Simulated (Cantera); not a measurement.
An adiabatic, constant-volume homogeneous reactor starts with 6.00 % C₃H₈, 18.7 % O₂, 52.5 % N₂, 22.8 % H₂O, equivalence ratio 1.6, at 1398 K and 1.01 bar.

Model: GRI-Mech 3.0 (53 species, 325 reactions), integrated in Cantera. GRI-Mech 3.0 was tuned for natural gas; its chemistry of propane as a main component is partial and can be far from experiment.

x: mole fraction; the columns are a selection and need not sum to one.

| t (s) | T (K) | P (bar) | x C₃H₈ | x O₂ | x H₂O | x CH₃ | x C₂H₆ |
|---|---|---|---|---|---|---|---|
| 2.00e-6 | 1397 | 1.01 | 0.0599 | 0.187 | 0.228 | 8.94e-5 | 2.45e-7 |
| 4.80e-6 | 1396 | 1.01 | 0.0597 | 0.187 | 0.228 | (withheld) | (withheld) |
| 1.15e-5 | 1394 | 1.01 | 0.0591 | 0.187 | 0.228 | 0.000586 | 4.72e-5 |
| 2.76e-5 | 1392 | 1.01 | 0.0573 | 0.186 | 0.228 | 0.000921 | 0.000411 |
| 6.62e-5 | 1390 | 1.02 | 0.0529 | 0.184 | 0.228 | 0.000933 | 0.00154 |
| 0.000159 | 1395 | 1.03 | (withheld) | 0.178 | 0.229 | 0.000952 | (withheld) |
| 0.000381 | 2781 | 2.41 | <1e-12 | 0.00183 | 0.287 | 4.49e-12 | <1e-12 |
| 0.000913 | 2780 | 2.41 | <1e-12 | 0.00171 | 0.287 | 4.68e-12 | <1e-12 |
| 0.00219 | 2776 | 2.40 | <1e-12 | 0.00164 | 0.287 | 4.75e-12 | <1e-12 |
| 0.00525 | 2775 | 2.40 | <1e-12 | 0.00163 | 0.287 | 4.76e-12 | <1e-12 |
| 0.0126 | 2775 | 2.40 | <1e-12 | 0.00163 | 0.287 | 4.76e-12 | <1e-12 |
| 0.0302 | 2775 | 2.40 | <1e-12 | 0.00163 | 0.287 | 4.76e-12 | <1e-12 |
| 0.0725 | 2775 | 2.40 | <1e-12 | 0.00163 | 0.287 | 4.76e-12 | <1e-12 |
| 0.174 | 2775 | 2.40 | <1e-12 | 0.00163 | 0.287 | 4.76e-12 | <1e-12 |
| 0.417 | 2775 | 2.40 | <1e-12 | 0.00163 | 0.287 | 4.76e-12 | <1e-12 |
| 1.00 | 2775 | 2.40 | <1e-12 | 0.00163 | 0.287 | 4.76e-12 | <1e-12 |

**Question.** Fill in the missing entries.

**Answer.** 
- 4.80e-6, x CH₃: 0.000245
- 4.80e-6, x C₂H₆: 3.31e-6
- 0.000159, x C₃H₈: 0.0413
- 0.000159, x C₂H₆: 0.00378
